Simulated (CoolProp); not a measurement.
Computed with CoolProp (reference Helmholtz-energy equation of state, Gao 2022).

**Question.** For n-perfluoropentane, give the phase and the cp (kJ/(kg K)), speed of sound (m/s), isothermal compressibility (1/MPa), fugacity coefficient at -59.95 °C and 0.737 MPa; -59.95 °C and 2.58 MPa; -59.95 °C and 2.95 MPa.

**Answer.** 
- -59.95 °C and 0.737 MPa: liquid; cp 0.886, speed of sound 701, isothermal compressibility 0.00140, fugacity coefficient 0.000933
- -59.95 °C and 2.58 MPa: liquid; cp 0.885, speed of sound 708, isothermal compressibility 0.00136, fugacity coefficient 0.000313
- -59.95 °C and 2.95 MPa: liquid; cp 0.885, speed of sound 709, isothermal compressibility 0.00136, fugacity coefficient 0.000283
